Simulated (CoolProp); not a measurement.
1,2-dichloroethane at several states: density (kg/m³) from the reference equation and from simpler models built on Tc = 561.6 K, pc = 5226 kPa, ω = 0.269; each cubic takes its own stable root.

Computed with CoolProp (reference Helmholtz-energy equation of state, Thol 2015).

```tsv
T (K)	p (kPa)	phase	reference
277	5690	liquid	1280
358.9	960	liquid	1155
406.6	3090	liquid	1078
423.9	18300	liquid	1082
317	23300	liquid	1242
```

How far does each simpler model (van der Waals, Soave-Redlich-Kwong, Peng-Robinson) lie from the reference over these 5 states: mean and median of the absolute difference, and the worst?


- van der Waals: mean 40.8 %, median 41.6 %, worst -42.4 % at 358.9 K and 960 kPa
- Soave-Redlich-Kwong: mean 12.3 %, median 12.6 %, worst -13.1 % at 277 K and 5690 kPa
- Peng-Robinson: mean 1.2 %, median 1.2 %, worst -2.4 % at 277 K and 5690 kPa
